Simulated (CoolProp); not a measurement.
Model: reference Helmholtz-energy equation of state, Bücker 2006, in CoolProp.

### Question
For ethane, give the phase and the cv (kJ/(kg K)), Prandtl number at 438.4 K and 609 kPa; 438.4 K and 2030 kPa; 438.4 K and 2230 kPa.

### Answer
- 438.4 K and 609 kPa: gas; cv 2.07, Prandtl number 0.737
- 438.4 K and 2030 kPa: gas; cv 2.08, Prandtl number 0.764
- 438.4 K and 2230 kPa: gas; cv 2.08, Prandtl number 0.768

Viscosity comes from a separate model (Friend 1991). Thermal conductivity comes from a separate model (Friend 1991).
